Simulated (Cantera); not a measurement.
A Cantera script and its output.

```python
import numpy as np
import cantera as ct

gas = ct.Solution("gri30.yaml")
gas.TPX = 1550, 100000, {'CO': 1, 'H2': 0.079, 'CH4': 0.039, 'O2': 0.846, 'N2': 3.18}
reactor = ct.IdealGasReactor(gas, energy="on", clone=False)
net = ct.ReactorNet([reactor])
net.rtol, net.atol = 1e-08, 1e-16
show = ['CO', 'H2', 'CH4', 'CO2', 'OH']
times = np.geomspace(1e-06, 0.1, 12)

steps = ct.SolutionArray(gas, extra=["t"])
rows = []
print(f"{'t/s':>10s}{'T/K':>9s}{'P/Pa':>11s}" + "".join(f"{s:>11s}" for s in show))
for t in times:
    while net.time < t:
        t_next = net.step()
        steps.append(gas.state, t=t_next)
    rows.append([np.interp(t, steps.t, y) for y in (steps.T, steps.P, *steps(*show).X.T)])
    print(f"{t:10.3e}{rows[-1][0]:9.1f}{rows[-1][1]:11.4g}" + "".join(f"{x:11.3e}" for x in rows[-1][2:]))
rate = np.gradient(steps.T, steps.t)
print("integrator steps:", len(steps.t))
if steps.T.max() > steps.T[0] + 200:
    print(f"time of steepest temperature rise: {steps.t[rate.argmax()]:.4e} s")
gas.TPX = 1550, 100000, {'CO': 1, 'H2': 0.079, 'CH4': 0.039, 'O2': 0.846, 'N2': 3.18}
gas.equilibrate("UV")
print(f"equilibrium (UV): T = {gas.T:.1f} K  " + "  ".join(f"{s} {gas[s].X[0]:.3e}" for s in show))
```

Output:

```
       t/s      T/K       P/Pa         CO         H2        CH4        CO2         OH
 1.000e-06   1550.0      1e+05  1.944e-01  1.536e-02  7.582e-03  1.214e-07  2.978e-08
 2.848e-06   1550.0      1e+05  1.944e-01  1.536e-02  7.581e-03  4.422e-07  1.657e-07
 8.111e-06   1550.0      1e+05  1.944e-01  1.535e-02  7.579e-03  3.017e-06  1.318e-06
 2.310e-05   1551.0  1.001e+05  1.942e-01  1.512e-02  7.340e-03  2.092e-04  9.862e-05
 6.579e-05   2005.8  1.282e+05  1.164e-01  2.919e-03  1.253e-16  8.753e-02  8.806e-03
 1.874e-04   2559.2  1.581e+05  8.988e-02  2.315e-03  9.657e-18  1.211e-01  1.234e-02
 5.337e-04   2823.1  1.713e+05  7.195e-02  1.680e-03  2.842e-17  1.428e-01  1.177e-02
 1.520e-03   2820.2  1.709e+05  7.073e-02  1.664e-03  3.032e-17  1.443e-01  1.131e-02
 4.329e-03   2816.6  1.706e+05  7.049e-02  1.664e-03  3.058e-17  1.446e-01  1.116e-02
 1.233e-02   2816.5  1.706e+05  7.049e-02  1.664e-03  3.059e-17  1.446e-01  1.115e-02
 3.511e-02   2816.5  1.706e+05  7.049e-02  1.664e-03  3.059e-17  1.446e-01  1.115e-02
 1.000e-01   2816.5  1.706e+05  7.049e-02  1.664e-03  3.059e-17  1.446e-01  1.115e-02
integrator steps: 1459
time of steepest temperature rise: 3.5706e-05 s
equilibrium (UV): T = 2816.5 K  CO 7.049e-02  H2 1.664e-03  CH4 4.567e-17  CO2 1.446e-01  OH 1.115e-02
```

Detailed kinetics in Cantera: GRI-Mech 3.0 (53 species, 325 reactions).
